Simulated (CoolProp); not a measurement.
Carbon monoxide along the isotherm -180.25 °C: density (kg/m³) from the reference equation and from simpler models built on Tc = -140.3 °C, pc = 3.498 MPa, ω = 0.050; each cubic takes its own stable root.

Values from CoolProp's reference Helmholtz-energy equation of state, Lemmon 2006. It is a short technical equation, of lower accuracy than the large ones.

| p (MPa) | phase | reference |
|---|---|---|
| 0.0277 | gas | 1.012 |
| 0.0467 | gas | 1.715 |
| 0.0788 | gas | 2.920 |
| 0.133 | gas | 5.007 |
| 0.224 | gas | 8.676 |
| 0.379 | liquid | 741.7 |
| 0.639 | liquid | 742.7 |
| 1.08 | liquid | 744.2 |
| 1.82 | liquid | 746.8 |
| 3.07 | liquid | 751.0 |
| 5.18 | liquid | 757.6 |
| 8.75 | liquid | 767.8 |

How far does each simpler model (van der Waals, Soave-Redlich-Kwong) lie from the reference over these 12 states: mean and median of the absolute difference, and the worst?


- van der Waals: mean 29.3 %, median 29.6 %, worst -98.0 % at -180.25 °C and 0.379 MPa
- Soave-Redlich-Kwong: mean 0.4 %, median 0.2 %, worst -1.1 % at -180.25 °C and 0.379 MPa

At some of these states van der Waals gives the other phase, because its saturation line lies elsewhere.
